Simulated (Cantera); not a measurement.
A perfectly stirred reactor is fed with 31.1 % NO, 68.9 % N₂, at 40.5 Torr; it is held at 2000 K, and followed from long to short residence time.

Model: GRI-Mech 3.0 (53 species, 325 reactions), integrated in Cantera.

Q: Predict: x(NO) at τ = 8.60 s; x(N₂) at τ = 8.60 s; x(O₂) at τ = 8.60 s; x(N₂O) at τ = 8.60 s; x(O) at τ = 8.60 s; x(NO) at τ = 62.0 ms; x(N₂) at τ = 62.0 ms; x(O₂) at τ = 62.0 ms; x(N₂O) at τ = 62.0 ms; x(O) at τ = 62.0 ms.

A: 
- x(NO) at τ = 8.60 s: 0.138
- x(N₂) at τ = 8.60 s: 0.775
- x(O₂) at τ = 8.60 s: 0.0858
- x(N₂O) at τ = 8.60 s: 6.56e-6
- x(O) at τ = 8.60 s: 0.000869
- x(NO) at τ = 62.0 ms: 0.309
- x(N₂) at τ = 62.0 ms: 0.690
- x(O₂) at τ = 62.0 ms: 0.000553
- x(N₂O) at τ = 62.0 ms: 3.72e-5
- x(O) at τ = 62.0 ms: 0.000206
